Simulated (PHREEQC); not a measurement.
1 kg of water holding 0.23 mol/kgw K2SO4, 0.026 mol/kgw KHCO3 and 0.082 mol/kgw KCl is evaporated at 30 °C; the solids stay in contact with the brine. CO2 is held at log p = -3.4 (atm). The run lets Arcanite, Kalicinite, Misenite, Sylvite precipitate or redissolve, and no other solid.

Base run: PHREEQC, Pitzer model, pitzer.dat. Each further column changes one thing. The table gives water activity.

```
H2O removed (mol)   base  temperature from 30 to 25 °C  temperature from 30 to 5 °C
-----------------  -----  ----------------------------  ---------------------------
0                  0.988                         0.988                        0.988
18.01              0.982                         0.983                        0.983
34.69              0.971                         0.972                        0.979
41.44              0.968                         0.970                        0.976
47.7               0.962                         0.963                        0.969
50.23              0.954                         0.955                        0.960
52.58              0.931                         0.932                        0.936
53.53              0.904                         0.905                        0.909
54.41              0.828                         0.830                        0.864
54.76              0.814                         0.822                        0.857
55.09              0.793                         0.801                        0.836
55.23              0.765                         0.773                        0.811
```

 Constants without temperature data keep their 25 °C values here.
